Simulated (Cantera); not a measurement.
An isothermal, constant-pressure homogeneous reactor starts with NH₃ : N₂ = 1 : 0.79 (molar parts), at 1450 K and 0.860 bar.

Model: the gas-phase N/H chemistry of the illustrative SiF4/NH3 mechanism in the Surface Chemkin manual (1991), integrated in Cantera. Walls and surfaces, which speed up NH3 decomposition in real reactors, are not modelled.

Q: Predict: x(NH₃) at 100 s; x(H₂) at 100 s; x(NH) at 100 s; x(N₂H₂) at 100 s.

A: 
```json
{
  "x(NH₃) at 100 s": "0.283 (gas-phase equilibrium 1.64e-5)",
  "x(H₂) at 100 s": "0.265 (gas-phase equilibrium 0.538)",
  "x(NH) at 100 s": "1.81e-8 (gas-phase equilibrium <1e-12)",
  "x(N₂H₂) at 100 s": "2.26e-8 (gas-phase equilibrium <1e-12)"
}
```
